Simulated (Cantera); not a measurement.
Cantera run, input and output.

```python
import numpy as np
import cantera as ct

gas = ct.Solution("gri30.yaml")
gas.TPX = 2100, 95000, {'CH4': 1, 'H2O': 3.4}
reactor = ct.IdealGasConstPressureReactor(gas, energy="off", clone=False)
net = ct.ReactorNet([reactor])
net.rtol, net.atol = 1e-08, 1e-18
show = ['CH4', 'H2O', 'O2', 'CH2O', 'H2', 'HCO', 'C2H2']
times = np.geomspace(4e-05, 100, 15)

steps = ct.SolutionArray(gas, extra=["t"])
rows = []
print(f"{'t/s':>10s}{'T/K':>9s}{'P/Pa':>11s}" + "".join(f"{s:>11s}" for s in show))
for t in times:
    while net.time < t:
        t_next = net.step()
        steps.append(gas.state, t=t_next)
    rows.append([np.interp(t, steps.t, y) for y in (steps.T, steps.P, *steps(*show).X.T)])
    print(f"{t:10.3e}{rows[-1][0]:9.1f}{rows[-1][1]:11.4g}" + "".join(f"{x:11.3e}" for x in rows[-1][2:]))
rate = np.gradient(steps.T, steps.t)
print("integrator steps:", len(steps.t))
if steps.T.max() > steps.T[0] + 200:
    print(f"time of steepest temperature rise: {steps.t[rate.argmax()]:.4e} s")
gas.TPX = 2100, 95000, {'CH4': 1, 'H2O': 3.4}
gas.equilibrate("TP")
print(f"equilibrium (TP): T = {gas.T:.1f} K  " + "  ".join(f"{s} {gas[s].X[0]:.3e}" for s in show))
```

Result:

```
       t/s      T/K       P/Pa        CH4        H2O         O2       CH2O         H2        HCO       C2H2
 4.000e-05   2100.0    9.5e+04  9.604e-02  6.873e-01  6.609e-07  2.872e-04  1.528e-01  2.869e-06  3.651e-02
 1.146e-04   2100.0    9.5e+04  4.194e-02  6.284e-01  7.329e-07  1.082e-04  2.429e-01  1.328e-06  6.168e-02
 3.281e-04   2100.0    9.5e+04  1.750e-02  5.723e-01  5.933e-07  4.337e-05  3.059e-01  6.786e-07  6.116e-02
 9.398e-04   2100.0    9.5e+04  1.099e-02  4.964e-01  4.186e-07  1.998e-05  3.703e-01  3.942e-07  4.163e-02
 2.692e-03   2100.0    9.5e+04  6.866e-03  4.138e-01  2.671e-07  7.873e-06  4.369e-01  2.201e-07  1.658e-02
 7.710e-03   2100.0    9.5e+04  1.810e-03  3.625e-01  1.986e-07  1.524e-06  4.797e-01  1.110e-07  1.734e-03
 2.208e-02   2100.0    9.5e+04  5.835e-06  3.543e-01  1.970e-07  3.006e-08  4.872e-01  8.299e-08  1.032e-06
 6.325e-02   2100.0    9.5e+04  8.857e-10  3.543e-01  1.982e-07  2.544e-08  4.872e-01  8.312e-08  1.193e-13
 1.811e-01   2100.0    9.5e+04  8.857e-10  3.543e-01  1.982e-07  2.544e-08  4.872e-01  8.312e-08  1.192e-13
 5.188e-01   2100.0    9.5e+04  8.857e-10  3.543e-01  1.982e-07  2.544e-08  4.872e-01  8.312e-08  1.192e-13
 1.486e+00   2100.0    9.5e+04  8.857e-10  3.543e-01  1.982e-07  2.544e-08  4.872e-01  8.312e-08  1.192e-13
 4.256e+00   2100.0    9.5e+04  8.857e-10  3.543e-01  1.982e-07  2.544e-08  4.872e-01  8.312e-08  1.192e-13
 1.219e+01   2100.0    9.5e+04  8.857e-10  3.543e-01  1.982e-07  2.544e-08  4.872e-01  8.312e-08  1.192e-13
 3.491e+01   2100.0    9.5e+04  8.857e-10  3.543e-01  1.982e-07  2.544e-08  4.872e-01  8.312e-08  1.192e-13
 1.000e+02   2100.0    9.5e+04  8.857e-10  3.543e-01  1.982e-07  2.544e-08  4.872e-01  8.312e-08  1.192e-13
integrator steps: 1510
equilibrium (TP): T = 2100.0 K  CH4 1.044e-09  H2O 3.543e-01  O2 1.982e-07  CH2O 2.544e-08  H2 4.872e-01  HCO 8.312e-08  C2H2 1.398e-13
```

Computed with Cantera and GRI-Mech 3.0 (53 species, 325 reactions).
